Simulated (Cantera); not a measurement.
# Gas-phase reforming

A perfectly stirred reactor is fed with CH4 : H2O = 0.1 : 0.35 (molar parts), at 760 Torr; it is held at 1425 K, and followed from long to short residence time.

Detailed kinetics in Cantera: GRI-Mech 3.0 (53 species, 325 reactions).

```json
[
 {"τ (s)": "16", "x CH4": "0.0787", "x H2O": "0.590", "x H": "3.08e-6", "x HO2": "<1e-12", "x CH3": "1.92e-5", "x CH2": "6.57e-10", "x H2O2": "<1e-12"},
 {"τ (s)": "5.4", "x CH4": "0.102", "x H2O": "0.656", "x H": "2.33e-6", "x HO2": "<1e-12", "x CH3": "2.59e-5", "x CH2": "9.78e-10", "x H2O2": "<1e-12"},
 {"τ (s)": "1.9", "x CH4": "0.136", "x H2O": "0.707", "x H": "1.58e-6", "x HO2": "<1e-12", "x CH3": "3.62e-5", "x CH2": "1.14e-9", "x H2O2": "<1e-12"},
 {"τ (s)": "0.64", "x CH4": "0.172", "x H2O": "0.743", "x H": "9.17e-7", "x HO2": "<1e-12", "x CH3": "4.95e-5", "x CH2": "1.10e-9", "x H2O2": "<1e-12"},
 {"τ (s)": "0.22", "x CH4": "0.199", "x H2O": "0.763", "x H": "4.56e-7", "x HO2": "<1e-12", "x CH3": "6.13e-5", "x CH2": "9.47e-10", "x H2O2": "<1e-12"},
 {"τ (s)": "0.076", "x CH4": "0.213", "x H2O": "0.773", "x H": "1.87e-7", "x HO2": "<1e-12", "x CH3": "6.77e-5", "x CH2": "8.04e-10", "x H2O2": "<1e-12"},
 {"τ (s)": "0.026", "x CH4": "0.219", "x H2O": "0.777", "x H": "6.66e-8", "x HO2": "<1e-12", "x CH3": "6.52e-5", "x CH2": "6.55e-10", "x H2O2": "<1e-12"},
 {"τ (s)": "0.0091", "x CH4": "0.221", "x H2O": "0.778", "x H": "2.74e-8", "x HO2": "<1e-12", "x CH3": "5.44e-5", "x CH2": "4.45e-10", "x H2O2": "<1e-12"}
]
```
x: mole fraction; the columns are a selection and need not sum to one.
